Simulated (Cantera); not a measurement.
Input: 1 mol Al(CH₃)₃, 0.69 mol N₂O, a varied amount of N₂, at 1352 °C and 100000 Pa.

Method: chemical equilibrium by Gibbs-energy minimisation in Cantera with the NASA 1993 tables (ideal gas, pure condensed phases). Candidate condensed phases: Al, AlN, Al₂O₃, C, C₆H₆, C₇H₈, C₈H₁₈, H₂O; 148 gas species. The feed counts by its element totals alone. The numbers say what is thermodynamically allowed, not how fast it happens.

**Question.** At 34 mol N₂, list the 5 most abundant gas species with their mole fractions, and the condensed phases.

**Answer.** N₂ 0.868, H₂ 0.114, CO 0.0175, HCN 0.000749, H 2.38e-5. Condensed: AlN(s) + C(graphite).
